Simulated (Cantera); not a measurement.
A Cantera script and what it prints.

```python
import numpy as np
import cantera as ct

gas_names = """
    CL CL2 H HCL H2 Si SiCL SiCL2 SiCL3 SiCL4 SiH SiHCL3 SiH2 SiH2CL2 SiH3 SiH3CL SiH4 Si2 Si3
""".split()
cond_names = """
    Si(cr) Si(L)
""".split()


# ... load() reads the species with a 1 bar reference pressure and builds the phases ...
atoms = {
    'SiHCl3': {'Si': 1, 'H': 1, 'CL': 3},
    'HCl': {'H': 1, 'CL': 1},
    'H2': {'H': 2},
    'Cl2': {'CL': 2},
}
top_T = {}  # K; cautious upper limits of use, not melting points


# ... equilibrate(T, P, feed) seeds the gas with the atoms and calls Mixture.equilibrate('TP', solver="vcs", rtol=1e-11, max_steps=5000) ...
results = []
feed = {'SiHCl3': 1, 'HCl': 0.064, 'H2': 130, 'Cl2': 0.0038}  # mol
T = 850  # K
P = 4000  # Pa
mix = equilibrate(T, P, feed)
results.append((T, P, feed, dict(zip(mix.species_names, mix.species_moles))))
x = sorted(zip(gas.X, gas.species_names), reverse=True)
print(f"T = {T:g} K  P = {P:g} Pa  gas = {mix.phase_moles(0):.4g} mol")
print("   x: " + "  ".join(f"{s} {v:.3e}" for v, s in x if v > 0.001))
print("   condensed (mol): " + ("  ".join(f"{mix.phase(i).name} {mix.phase_moles(i):.4g}"
      for i in range(1, mix.n_phases) if mix.phase_moles(i) > 1e-12) or "none"))
```

Result:

```
T = 850 K  P = 4000 Pa  gas = 131.3 mol
   x: H2 9.916e-01  SiCL4 3.467e-03  HCL 2.588e-03  SiHCL3 2.205e-03
   condensed (mol): Si(cr) 0.2352
```

Cantera equilibrium calculation (NASA polynomials, part measured and part estimated; ideal gas, pure solids and liquids). The tables' values for SiCl3 are old estimates; treat these amounts as uncertain.
